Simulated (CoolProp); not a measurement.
Aqueous potassium acetate as a coolant, 26 % by mass, freezing at -17.4 °C, 1 atm.

The numbers come from the Melinder's fits for secondary coolants in CoolProp.

```csv
T (°C),viscosity (mPa s),cp (kJ/(kg K)),density (kg/m³),Prandtl number
-15.7,6.77,3.275,1147,47.7
-10.6,5.39,3.285,1145,37.5
-5.5,4.38,3.295,1144,30.2
-0.4,3.63,3.304,1142,24.7
4.7,3.06,3.314,1141,20.6
9.7,2.63,3.323,1139,17.5
14.8,2.28,3.332,1137,15.0
19.9,2.00,3.341,1135,13.0
25,1.77,3.351,1133,11.4
30.1,1.59,3.360,1130,10.1
```
